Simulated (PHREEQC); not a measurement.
Make-up at 25 °C: 0.0085 mol/kgw HBr, 0.082 mol/kgw FeCl3 and 0.05 mol/kgw MgCl2. Closed to the air; pH follows from the charge balance.

The numbers come from PHREEQC with the ion-association model, phreeqc.dat.

| quantity | before | after |
|---|---|---|
| pH | 1.86 | 1.93 |
| ionic strength (mol/kgw) | 0.458 | 0.585 |
| Cl- (mol/kgw) | 0.280 | 0.371 |

Q: Which change was made?
A) 0.097 mol/kgw KOH added
B) FeCl3 left out
C) diluted 10-fold with water
D) MgCl2 from 0.05 to 0.1 mol/kgw
E) MgCl2 replaced by CdCl2 at the same molality

A: D, MgCl2 from 0.05 to 0.1 mol/kgw

This is a speciation only: nothing precipitates in the calculation. Some of these states are supersaturated (in Hematite (slow to form), Goethite (slow to form), for instance).
